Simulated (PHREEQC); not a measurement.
Leach liquor (model solution)

Solution (25 °C): 0.0082 mol HCl and 0.012 mol MnSO4 per kg of water. Closed to the air; pH follows from the charge balance.

Equilibrium calculation in PHREEQC: Pitzer model, pitzer.dat.

Each row changes one thing in this solution. No solid was allowed to form.

```json
[
 {"case": "as made", "pH": "2.30", "SO4-2 (mol/kgw)": "0.00989", "HSO4- (mol/kgw)": "0.00211"},
 {"case": "MnSO4 from 0.012 to 0.0024 mol/kgw", "pH": "(withheld)", "SO4-2 (mol/kgw)": "0.00173", "HSO4- (mol/kgw)": "0.000670"},
 {"case": "HCl from 0.0082 to 0.00738 mol/kgw", "pH": "2.35", "SO4-2 (mol/kgw)": "0.0101", "HSO4- (mol/kgw)": "(withheld)"},
 {"case": "diluted 5-fold with water", "pH": "2.88", "SO4-2 (mol/kgw)": "(withheld)", "HSO4- (mol/kgw)": "0.000183"},
 {"case": "MnSO4 from 0.012 to 0.024 mol/kgw", "pH": "2.39", "SO4-2 (mol/kgw)": "0.0210", "HSO4- (mol/kgw)": "0.00300"}
]
```

**Question.** Complete the blanks.

**Answer.** 
- MnSO4 from 0.012 to 0.0024 mol/kgw, pH: 2.18
- HCl from 0.0082 to 0.00738 mol/kgw, HSO4- (mol/kgw): 0.00193
- diluted 5-fold with water, SO4-2 (mol/kgw): 0.00222
